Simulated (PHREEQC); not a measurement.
Dissolve 0.031 mol (NH4)2SO4 per kg of water at 68 °C. Closed to the air; pH follows from the charge balance.

All values are PHREEQC results (ion-association model, phreeqc.dat), not measurements.

The pH is 5.07, the ionic strength is 0.0803 mol/kgw and the density comes out as 0.981 g/cm³.

| species | molality | activity | log γ |
|---|---|---|---|
| NH4+ | 0.0557 | 0.0415 | -0.127 |
| SO4-2 | 0.0247 | 0.00916 | -0.430 |
| NH4SO4- | 0.00631 | 0.00490 | -0.109 |
| NH3 | 3.85e-5 | 3.93e-5 | 0.008 |
| HSO4- | 2.83e-5 | 2.20e-5 | -0.109 |
| H+ | 1.03e-5 | 8.44e-6 | -0.085 |

No solid was allowed to form. Complexes and solids missing from the database can't appear. Away from 25 °C the constants follow the database's enthalpies or fits; those with neither stay at their 25 °C values.
